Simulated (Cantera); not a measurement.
## Premixed flame

A freely propagating, adiabatic, planar premixed flame of 5.56 % C₃H₈, 19.9 % O₂, 74.6 % N₂, equivalence ratio 1.4, unburnt at 400 K and 1.01 bar; mixture-averaged transport, grid criteria slope 0.08 and curve 0.16, no radiation.

Model: GRI-Mech 3.0 (53 species, 325 reactions), integrated in Cantera. GRI-Mech 3.0 was tuned for natural gas; its chemistry of propane as a main component is partial and can be far from experiment. Burning velocities carry a grid error of a few per cent, more on coarse grids.

| z (mm) | T (K) | u (m/s) | x C₃H₈ | x O₂ | x CH₂CO | x CO₂ | x HCO | x CH₂ |
|---|---|---|---|---|---|---|---|---|
| -1.13 | 400 | 0.526 | 0.0555 | 0.198 | <1e-8 | 2.78e-7 | <1e-8 | <1e-8 |
| -0.751 | 402 | 0.531 | 0.0553 | 0.197 | 2.01e-7 | 4.55e-6 | <1e-8 | <1e-8 |
| -0.563 | 414 | 0.550 | 0.0549 | 0.195 | 2.15e-6 | 3.90e-5 | <1e-8 | <1e-8 |
| -0.375 | 502 | 0.677 | 0.0535 | 0.185 | 3.70e-5 | 0.000497 | <1e-8 | <1e-8 |
| -0.188 | 955 | 1.35 | 0.0373 | 0.137 | 0.000556 | 0.00534 | 3.96e-7 | 6.88e-8 |
| -0.0938 | 1362 | 1.99 | 0.0129 | 0.0895 | 0.00143 | 0.0125 | 1.80e-5 | 6.39e-6 |
| 0 | 1730 | 2.60 | 0.000384 | 0.0423 | 0.00121 | 0.0230 | 5.49e-5 | 6.78e-5 |
| 0.0938 | 1920 | 2.90 | 4.84e-7 | 0.0158 | 0.000225 | 0.0335 | 2.40e-5 | 6.81e-5 |
| 0.188 | 1988 | 3.00 | <1e-8 | 0.00554 | 2.68e-5 | 0.0415 | 6.71e-6 | 2.34e-5 |
| 0.375 | 2021 | 3.04 | <1e-8 | 0.00100 | 1.17e-6 | 0.0502 | 6.13e-7 | 1.69e-6 |
| 0.751 | 2039 | 3.06 | <1e-8 | 0.000352 | 1.86e-8 | 0.0544 | 1.94e-7 | 2.42e-8 |
| 1.50 | 2058 | 3.08 | <1e-8 | 0.000219 | <1e-8 | 0.0549 | 1.51e-7 | <1e-8 |
| 3.00 | 2077 | 3.11 | <1e-8 | 0.000114 | <1e-8 | 0.0546 | 1.09e-7 | <1e-8 |
x: mole fraction of selected species; z is measured from the peak of heat release.

```yaml
laminar_burning_velocity: 52.4 cm/s
thermal_thickness: 0.375 mm
peak x(CH₂CO): 0.00164
peak x(HCO): 5.64e-5
peak x(CH₂): 8.36e-5
grid_points: 147
```
